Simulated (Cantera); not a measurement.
A Cantera script and what it prints.

```python
import numpy as np
import cantera as ct

gas_names = [...]  # 113 gases of nasa_gas.yaml made of C, Cu, H, O
cond_names = """
    C(gr) C6H6(L) C7H8(L) C8H18(L),n-octa Cu(cr) Cu(L) CuO(s) CuO2H2(s) Cu2O(s) Cu2O(L) H2O(s) H2O(L)
""".split()


# ... load() reads the species with a 1 bar reference pressure and builds the phases ...
atoms = {
    'Cu': {'Cu': 1},
    'CO': {'C': 1, 'O': 1},
    'H2': {'H': 2},
}
top_T = {'C(gr)': 4500, 'CuO(s)': 1390}  # K; cautious upper limits of use, not melting points


# ... equilibrate(T, P, feed) seeds the gas with the atoms and calls Mixture.equilibrate('TP', solver="vcs", rtol=1e-11, max_steps=5000) ...
results = []
feed = {'Cu': 1, 'CO': 8.5, 'H2': 66}  # mol
P = 550000  # Pa
for T in [773, 973, 1173, 1373, 1573, 1773, 1973]:
    mix = equilibrate(T, P, feed)
    results.append((T, P, feed, dict(zip(mix.species_names, mix.species_moles))))

top = {s: max(r[3][s] / sum(r[3][g] for g in gas_names) for r in results) for s in gas_names}
cols = sorted((s for s in top if top[s] > 0.001), key=lambda s: -top[s])[:6]
seen = [c for c in cond_names if any(r[3].get(c, 0) > 1e-12 for r in results)]
print("log10 of partial pressures in bar; condensed amounts in mol")
print(f"{'T/K':>10s}" + "".join(f"{s[:9]:>10s}" for s in cols + seen))
for T, P, feed, n in results:
    ng = sum(n[g] for g in gas_names)
    print(f"{T:10.4g}" + "".join(f"{np.log10(max(n[s] / ng * P / 1e5, 1e-99)):10.3f}" for s in cols)
          + "".join(f"{n.get(c, 0):10.4g}" for c in seen))
```

It prints:

```
log10 of partial pressures in bar; condensed amounts in mol
       T/K        H2       CH4       H2O        CO       CO2    Cu(cr)     Cu(L)
       773     0.588    -0.090    -0.090    -3.949    -3.918         1         0
       973     0.609    -0.169    -0.183    -1.081    -1.665         1         0
      1173     0.668    -0.726    -0.759    -0.329    -1.861         1         0
      1373     0.683    -1.389    -1.414    -0.226    -2.638         0         1
      1573     0.686    -1.926    -1.943    -0.209    -3.300         0    0.9996
      1773     0.687    -2.349    -2.355    -0.205    -3.817         0    0.9946
      1973     0.687    -2.703    -2.665    -0.204    -4.207         0    0.9544
```

Cantera equilibrium calculation (NASA polynomials, part measured and part estimated; ideal gas, pure solids and liquids).
